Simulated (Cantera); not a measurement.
Input: 1 mol SiF4, 0.064 mol O3, 0.39 mol H2, 1.4 mol NO, at 1823.15 K and 0.00170 bar.

Method: chemical equilibrium by Gibbs-energy minimisation in Cantera with the NASA 1993 tables (ideal gas, pure condensed phases). Candidate condensed phases: H2O, Si, SiO2, Si2N2O, Si3N4; 58 gas species. The tables' values for SiF3 are old estimates; treat these amounts as uncertain. The tables hold silica as quartz up to 1696 K and as liquid above; real silica turns to tridymite and cristobalite and melts near 1996 K. Rates play no part.

Base state: SiF4 0.279, HF 0.268, N2 0.241, O2 0.206, NO 0.00246, O 0.00166, H2O 0.000608, SiF3 0.000407 (mole fractions); condensed: SiO2(condensed).

### Question
What changes in the equilibrium state with this change: SiF4 replaced by SiH2Cl2?

### Answer
| species | before | after |
|---|---|---|
| HCl | 0 | 0.553 |
| N2 | 0.241 | 0.198 |
| SiO | 7.18e-6 | 0.117 |
| SiF4 | 0.279 | 0 |
| HF | 0.268 | 0 |
| O2 | 0.206 | <1e-9 |
| Cl | 0 | 0.0132 |
| H2 | 2.16e-6 | 0.113 |
| SiF3 | 0.000407 | 0 |
| F | 0.000359 | 0 |
| SiCl2 | 0 | 0.000107 |
| NO | 0.00246 | 1.37e-7 |
| O | 0.00166 | 1.02e-7 |
| SiO2(condensed), mol | 0.194 | 0.585 |
Further candidate phases: NH4Cl.
